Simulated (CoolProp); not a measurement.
Properties of carbon monoxide along the isotherm 116.7 K (Tc = 132.9 K, pc = 3.498 MPa, ω = 0.050).

The numbers come from the reference Helmholtz-energy equation of state, Lemmon 2006 in CoolProp. It is a short technical equation, of lower accuracy than the large ones.

| p (MPa) | phase | cp (kJ/(kg K)) | speed of sound (m/s) | fugacity coefficient |
|---|---|---|---|---|
| 0.656 | gas | 1.227 | 208.3 | 0.9097 |
| 1.31 | gas | 1.693 | 192.8 | 0.8196 |
| 1.97 | liquid | 2.819 | 492.6 | 0.6366 |
| 2.62 | liquid | 2.707 | 511.8 | 0.4936 |
| 3.28 | liquid | 2.617 | 529.2 | 0.4067 |
| 3.94 | liquid | 2.544 | 545.0 | 0.3491 |
| 4.59 | liquid | 2.484 | 559.2 | 0.3087 |
| 5.25 | liquid | 2.431 | 572.7 | 0.2781 |
